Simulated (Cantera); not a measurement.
A closed system holds: 1 mol Na₂CO₃, 3.8 mol H₂S, 1.6 mol CO₂, at 1775 K and 13.3 mbar.

Equilibrium computed with Cantera from the NASA thermochemical tables; the gas is ideal and each condensed phase is pure. Candidate condensed phases: C, C₆H₆, C₇H₈, C₈H₁₈, H₂O, H₂SO₄, Na, NaOH, NaO₂, Na₂CO₃, Na₂O, Na₂O₂, Na₂S, Na₂SO₄, S; 131 gas species. Kinetics and transport are ignored.

Base state: CO 0.192, Na 0.184, H₂O 0.177, H₂ 0.168, S₂ 0.141, CO₂ 0.0544, SO₂ 0.0443, SO 0.0147 (mole fractions); condensed: gas only.

**Question.** What changes in the equilibrium state with this change: temperature from 1775 K to 1675 K?

**Answer.** 
| species | before | after |
|---|---|---|
| H₂O | 0.177 | 0.191 |
| Na | 0.184 | 0.184 |
| CO | 0.192 | 0.181 |
| CO₂ | 0.0544 | 0.0674 |
| H₂ | 0.168 | 0.155 |
| SO | 0.0147 | 0.00816 |
| H₂S | 0.00858 | 0.0118 |
| SO₂ | 0.0443 | 0.0352 |
| S₂ | 0.141 | 0.151 |
| OH | 6.75e-5 | 2.36e-5 |
| H | 0.00103 | 0.000396 |
| S | 0.00197 | 0.000845 |
| COS | 0.000341 | 0.000474 |
